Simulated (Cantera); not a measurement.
## Low-pressure radical oxidation in H2/O2

An isothermal, constant-pressure homogeneous reactor starts with H2 : O2 : N2 = 0.022 : 1 : 0.14 (molar parts), equivalence ratio 0.011, at 1050 K and 0.0148 atm.

Computed with Cantera and GRI-Mech 3.0 (53 species, 325 reactions). Radical loss at walls, strong at low pressure, is not modelled.

```
t (s)         x H2   x O2     x H2O     x N2O      x NO
--------  --------  -----  --------  --------  --------
6.00e-6     0.0189  0.861    <1e-12    <1e-12    <1e-12
2.58e-5     0.0189  0.861    <1e-12    <1e-12    <1e-12
0.000111    0.0189  0.861  5.43e-12    <1e-12    <1e-12
0.000476    0.0189  0.861  2.34e-10    <1e-12    <1e-12
0.00205     0.0189  0.861   2.37e-8    <1e-12    <1e-12
0.00880    0.00877  0.853   0.00808  2.79e-11  1.90e-10
0.0378    0.000101  0.853    0.0183   1.13e-9   1.19e-8
0.162      1.65e-5  0.858    0.0189   2.05e-9   1.50e-8
0.698      1.21e-6  0.859    0.0191   2.42e-9   1.51e-8
3.00       9.02e-8  0.859    0.0191   2.54e-9   1.51e-8
```
x: mole fraction; the columns are a selection and need not sum to one.

Equilibrium at this temperature and pressure: H2 6.13e-11, O2 0.859, H2O 0.0191, N2O 1.59e-10, NO 4.22e-5 (gas phase only).
